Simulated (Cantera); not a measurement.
Charge: 1 mol MgCO₃, 0.24 mol H₂, 0.013 mol H₂O, equilibrated at 0.670 bar.

Method: chemical equilibrium by Gibbs-energy minimisation in Cantera with the NASA 1993 tables (ideal gas, pure condensed phases). Candidate condensed phases: C, C₆H₆, C₇H₈, C₈H₁₈, H₂O, Mg, MgCO₃, MgO, Mg(OH)₂; 116 gas species. Kinetics and transport are ignored.

x: gas mole fraction; n: condensed amount in mol.

```json
[
 {"T (K)": "623", "x CO₂": "0.274", "x H₂O": "0.519", "x CO": "0.00160", "x CH₄": "0.141", "x H₂": "0.0643", "x OH": "<1e-12", "x H": "<1e-12", "n C(graphite)": "0.0279", "n MgCO₃(s)": "0.850", "n MgO(s)": "0.150"},
 {"T (K)": "823", "x CO₂": "0.688", "x H₂O": "0.125", "x CO": "0.111", "x CH₄": "0.00194", "x H₂": "0.0733", "x OH": "<1e-12", "x H": "2.43e-12", "n C(graphite)": "0", "n MgCO₃(s)": "0", "n MgO(s)": "1.00"},
 {"T (K)": "1023", "x CO₂": "0.652", "x H₂O": "0.156", "x CO": "0.146", "x CH₄": "8.20e-7", "x H₂": "0.0457", "x OH": "___", "x H": "1.08e-9", "n C(graphite)": "0", "n MgCO₃(s)": "0", "n MgO(s)": "1.00"},
 {"T (K)": "1223", "x CO₂": "0.636", "x H₂O": "0.172", "x CO": "0.162", "x CH₄": "3.02e-9", "x H₂": "0.0299", "x OH": "___", "x H": "6.35e-8", "n C(graphite)": "0", "n MgCO₃(s)": "0", "n MgO(s)": "1.00"},
 {"T (K)": "1423", "x CO₂": "0.628", "x H₂O": "0.180", "x CO": "0.170", "x CH₄": "4.97e-11", "x H₂": "0.0215", "x OH": "___", "x H": "1.19e-6", "n C(graphite)": "0", "n MgCO₃(s)": "0", "n MgO(s)": "1.00"},
 {"T (K)": "1623", "x CO₂": "0.623", "x H₂O": "0.185", "x CO": "0.175", "x CH₄": "2.23e-12", "x H₂": "0.0167", "x OH": "___", "x H": "1.09e-5", "n C(graphite)": "0", "n MgCO₃(s)": "0", "n MgO(s)": "1.00"},
 {"T (K)": "1823", "x CO₂": "0.620", "x H₂O": "0.188", "x CO": "0.178", "x CH₄": "<1e-12", "x H₂": "0.0138", "x OH": "___", "x H": "6.21e-5", "n C(graphite)": "0", "n MgCO₃(s)": "0", "n MgO(s)": "1.000"},
 {"T (K)": "2023", "x CO₂": "0.618", "x H₂O": "0.190", "x CO": "0.180", "x CH₄": "<1e-12", "x H₂": "0.0118", "x OH": "___", "x H": "0.000252", "n C(graphite)": "0", "n MgCO₃(s)": "0", "n MgO(s)": "1.000"}
]
```

Question: Some entries are withheld; supply them.

Answer: 
- 1023, x OH: 9.73e-12
- 1223, x OH: 3.29e-9
- 1423, x OH: 2.16e-7
- 1623, x OH: 5.06e-6
- 1823, x OH: 5.90e-5
- 2023, x OH: 0.000421
